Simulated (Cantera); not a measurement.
What does this Cantera script print?

```python
import numpy as np
import cantera as ct

gas_names = """
    H HNO HNO2 HNO3 HO2 H2 H2O H2O2 N NH NH2 NH3 NH2OH NO NO2 NO3 N2 N2H2 N2H4 N2O O OH O2 O3
""".split()
cond_names = """
    H2O(s) H2O(L)
""".split()


def load(file, names, dense=False):
    # The tables refer to 1 bar. Condensed volumes are neglected.
    table = {s.name: s for s in ct.Species.list_from_file(file)}
    out = []
    for n in names:
        d = dict(table[n].input_data)
        d["thermo"] = dict(d["thermo"], **{"reference-pressure": 1e5})
        if dense:
            d["equation-of-state"] = {"model": "constant-volume", "density": "1e6 g/cm^3"}
        out.append(ct.Species.from_dict(d))
    return out


gas = ct.Solution(thermo="ideal-gas", species=load("nasa_gas.yaml", gas_names))
cond = {s.name: ct.Solution(thermo="fixed-stoichiometry", species=[s], name=s.name)
        for s in load("nasa_condensed.yaml", cond_names, dense=True)}
atoms = {
    'N2O': {'N': 2, 'O': 1},
    'O2': {'O': 2},
    'H2': {'H': 2},
}
top_T = {}  # K; cautious upper limits of use, not melting points


def equilibrate(T, P, feed):
    n = {}
    for name, mol in feed.items():
        for a, k in atoms[name].items():
            n[a] = n.get(a, 0.0) + k * mol
    gas.TPX = T, P, n
    mass = sum(n.values()) * gas.mean_molecular_weight
    gas.equilibrate("TP")
    valid = [c for c in cond.values() if c.min_temp <= T <= top_T.get(c.name, c.max_temp)]
    mix = ct.Mixture([(gas, mass / gas.mean_molecular_weight)] + [(c, 0.0) for c in valid])
    mix.T, mix.P = T, P
    mix.equilibrate("TP", solver="vcs", rtol=1e-11, max_steps=5000)
    return mix


results = []
feed = {'N2O': 1, 'O2': 0.12, 'H2': 0.14}  # mol
P = 1000  # Pa
for T in [1600, 1700, 1800, 1900, 2000, 2100, 2200, 2300, 2400, 2500, 2600]:
    mix = equilibrate(T, P, feed)
    results.append((T, P, feed, dict(zip(mix.species_names, mix.species_moles))))

top = {s: max(r[3][s] / sum(r[3][g] for g in gas_names) for r in results) for s in gas_names}
cols = sorted((s for s in top if top[s] > 1e-05), key=lambda s: -top[s])[:6]
seen = [c for c in cond_names if any(r[3].get(c, 0) > 1e-12 for r in results)]
print("log10 of partial pressures in bar; condensed amounts in mol")
print(f"{'T/K':>10s}" + "".join(f"{s[:9]:>10s}" for s in cols + seen))
for T, P, feed, n in results:
    ng = sum(n[g] for g in gas_names)
    print(f"{T:10.4g}" + "".join(f"{np.log10(max(n[s] / ng * P / 1e5, 1e-99)):10.3f}" for s in cols)
          + "".join(f"{n.get(c, 0):10.4g}" for c in seen))
```

Result:

```
log10 of partial pressures in bar; condensed amounts in mol
       T/K        N2        O2         O       H2O        OH         H
      1600    -2.229    -2.489    -6.083    -3.083    -5.247    -7.773
      1700    -2.229    -2.490    -5.595    -3.085    -4.935    -7.100
      1800    -2.230    -2.492    -5.161    -3.088    -4.659    -6.502
      1900    -2.231    -2.495    -4.773    -3.094    -4.414    -5.966
      2000    -2.233    -2.499    -4.424    -3.104    -4.196    -5.486
      2100    -2.235    -2.506    -4.110    -3.119    -4.003    -5.053
      2200    -2.239    -2.516    -3.826    -3.144    -3.834    -4.664
      2300    -2.244    -2.532    -3.570    -3.182    -3.689    -4.314
      2400    -2.252    -2.555    -3.340    -3.242    -3.571    -4.003
      2500    -2.264    -2.590    -3.134    -3.332    -3.484    -3.731
      2600    -2.279    -2.638    -2.952    -3.466    -3.432    -3.501
```

Cantera equilibrium calculation (NASA polynomials, part measured and part estimated; ideal gas, pure solids and liquids).
